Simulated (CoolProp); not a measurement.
A single-stage vapour-compression cycle with the fluid: evaporating at 253.15 K (dew point), condensing at 311.15 K (bubble point), superheat 5 K, subcooling 8 K, compressor efficiency 0.6, no pressure losses. The same conditions are run with several fluids, on thermodynamics alone (safety and materials aside).

The numbers come from the reference Helmholtz-energy equation of state of each fluid (R21: Platzer 1990; n-perfluoropentane: Gao 2022; R123: Younglove 1994; chloromethane (R40): Thol 2014; R11: Jacobsen 1992; R1132(E): Akasaka 2024) in CoolProp. The equations of Platzer and Polt are older, rougher fits.

| fluid | cooling COP | pressure ratio | discharge temperature (K) | refrigerating effect (kJ/kg) | volumetric capacity (kJ/m³) |
|---|---|---|---|---|---|
| R21 | 2.26 | 9.76 | 407.2 | 206 | 285 |
| n-perfluoropentane | 1.85 | 12.9 | 311.1 | 57.1 | 82.5 |
| R123 | 2.24 | 12.0 | 354.2 | 142 | 123 |
| chloromethane (R40) | 2.17 | 6.90 | 443.2 | 348 | 1020 |
| R11 | 2.29 | 10.4 | 376.5 | 156 | 159 |
| R1132(E) | 2.00 | 5.51 | 370.7 | 191 | 2580 |

The compression ends wet for: n-perfluoropentane.
